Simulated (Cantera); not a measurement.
Adiabatic ignition

An adiabatic, constant-pressure homogeneous reactor starts with CH4 : H2 : O2 : N2 : CO2 = 1 : 0.091 : 2.59 : 8.29 : 2.5 (molar parts), at 1348 K and 1.38 atm.

Model: GRI-Mech 3.0 (53 species, 325 reactions), integrated in Cantera.

| t (s) | T (K) | x CH4 | x H2 | x O2 | x C2H6 | x CO | x H |
|---|---|---|---|---|---|---|---|
| 7.00e-6 | 1348 | 0.0691 | 0.00629 | 0.179 | 1.13e-12 | 1.85e-10 | 1.48e-9 |
| 1.99e-5 | 1348 | 0.0691 | 0.00629 | 0.179 | 3.10e-11 | 7.20e-10 | 2.26e-9 |
| 5.68e-5 | 1348 | 0.0691 | 0.00629 | 0.179 | 1.01e-9 | 3.84e-9 | 5.20e-9 |
| 0.000162 | 1348 | 0.0691 | 0.00629 | 0.179 | 6.06e-8 | 4.05e-8 | 2.22e-8 |
| 0.000461 | 1348 | 0.0690 | 0.00627 | 0.179 | 1.12e-5 | 1.95e-6 | 1.94e-7 |
| 0.00131 | 1354 | 0.0677 | 0.00622 | 0.178 | 0.000317 | 0.000129 | 6.24e-7 |
| 0.00374 | 2440 | <1e-12 | 0.00243 | 0.0468 | <1e-12 | 0.0233 | 0.000833 |
| 0.0107 | 2440 | <1e-12 | 0.00239 | 0.0456 | <1e-12 | 0.0229 | 0.000800 |
| 0.0304 | 2436 | <1e-12 | 0.00238 | 0.0439 | <1e-12 | 0.0228 | 0.000781 |
| 0.0865 | 2433 | <1e-12 | 0.00237 | 0.0430 | <1e-12 | 0.0227 | 0.000771 |
| 0.246 | 2433 | <1e-12 | 0.00237 | 0.0429 | <1e-12 | 0.0227 | 0.000771 |
| 0.702 | 2433 | <1e-12 | 0.00237 | 0.0429 | <1e-12 | 0.0227 | 0.000771 |
| 2.00 | 2433 | <1e-12 | 0.00237 | 0.0429 | <1e-12 | 0.0227 | 0.000771 |
x: mole fraction; the columns are a selection and need not sum to one.

```json
{
  "time_of_steepest_temperature_rise": "2.81 ms",
  "temperature at 2.00 s": "2433 K",
  "equilibrium_temperature": "2433 K",
  "x(CH4) at 2.00 s": "<1e-12 (gas-phase equilibrium <1e-12)",
  "x(H2) at 2.00 s": "0.00237 (gas-phase equilibrium 0.00237)",
  "x(O2) at 2.00 s": "0.0429 (gas-phase equilibrium 0.0429)"
}
```
